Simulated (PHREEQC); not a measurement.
1 kg of water holding 0.0045 mol K2SO4 and 0.44 mol Na2SO4 is evaporated at 25 °C; the solids stay in contact with the brine. No CO2 enters from the air. Solids allowed: Arcanite, Glaserite, Mirabilite, Misenite, Thenardite. Others were left out.

The series has 13 steps of water left (kg), from 1 to 0.02522.

All values are PHREEQC results (Pitzer model, pitzer.dat), not measurements.

Task: Which solids form, in which order, and at which step of the series does each first stand?

Result: Mirabilite from water left = 0.1998 kg.

Species that the database lacks are ignored.
